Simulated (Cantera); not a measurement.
An adiabatic, constant-volume homogeneous reactor starts with CH4 : O2 : N2 = 1 : 3.7 : 13.9 (molar parts), at 1323 K and 10.0 bar.

Cantera simulation using GRI-Mech 3.0 (53 species, 325 reactions); the numbers are that mechanism's predictions, not measurements.

### Question
Predict: time of steepest temperature rise; temperature at 0.200 s; equilibrium temperature; x(O2) at 0.200 s; x(NO) at 0.200 s; x(OH) at 0.200 s; x(N2O) at 0.200 s; x(H) at 0.200 s.

### Answer
```
Property                                                              Result
---------------------------------  -----------------------------------------
time of steepest temperature rise                                   0.833 ms
temperature at 0.200 s                                                2604 K
equilibrium temperature                                               2604 K
x(O2) at 0.200 s                       0.0817 (gas-phase equilibrium 0.0817)
x(NO) at 0.200 s                       0.0166 (gas-phase equilibrium 0.0166)
x(OH) at 0.200 s                     0.00751 (gas-phase equilibrium 0.00751)
x(N2O) at 0.200 s                    3.96e-6 (gas-phase equilibrium 3.96e-6)
x(H) at 0.200 s                    0.000248 (gas-phase equilibrium 0.000248)
```
